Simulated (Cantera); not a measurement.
Charge: 1 mol Fe3O4, 63 mol H2, at 0.113 Torr.

Method: chemical equilibrium by Gibbs-energy minimisation in Cantera with the NASA 1993 tables (ideal gas, pure condensed phases). Candidate condensed phases: Fe, FeO, Fe(OH)2, Fe(OH)3, Fe2O3, Fe3O4, H2O; 12 gas species. Equilibrium is a limit: real reactors are often held back by kinetics, nucleation or transport. All values below are at 2075 K.

Base state: H2 0.719, H 0.184, H2O 0.0530, Fe 0.0411, OH 0.00155, O 0.000285, FeO 7.19e-5 (mole fractions); condensed: gas only.

Question: What changes in the equilibrium state with this change: pressure from 0.113 Torr to 1.00 Torr?

Answer: 
```json
[
 {"species": "H2", "before": "0.719", "after": "0.831"},
 {"species": "H", "before": "0.184", "after": "0.0665"},
 {"species": "H2O", "before": "0.0530", "after": "0.0579"},
 {"species": "Fe", "before": "0.0411", "after": "0.0439"},
 {"species": "O", "before": "0.000285", "after": "3.04e-5"},
 {"species": "OH", "before": "0.00155", "after": "0.000529"}
]
```
